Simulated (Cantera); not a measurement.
Input: 1 mol Fe(CO)5, 0.5 mol H2, 59 mol N2, held at 1275 K and 0.00180 bar.

Method: chemical equilibrium by Gibbs-energy minimisation in Cantera with the NASA 1993 tables (ideal gas, pure condensed phases). Candidate condensed phases: C, C6H6, C7H8, C8H18, Fe, Fe(CO)5, FeO, Fe(OH)2, Fe(OH)3, Fe2O3, Fe3O4, H2O; 140 gas species. The numbers say what is thermodynamically allowed, not how fast it happens.

Base state: N2 0.915, CO 0.0775, H2 0.00775 (mole fractions); condensed: Fe(γ).

Task: What changes in the equilibrium state with this change: temperature from 1275 K to 725 K?

Result: 
```
species            before     after
----------------  -------  --------
N2                  0.915     0.923
CO                 0.0775    0.0596
CO2               9.48e-7   0.00925
H2O               1.58e-7  0.000158
H2                0.00775   0.00767
Fe(γ), mol          1.000         0
C(graphite), mol        0     0.601
Fe(α), mol              0      1.00
```
Condensed phases not in the tables: cementite and carbon dissolved in iron.
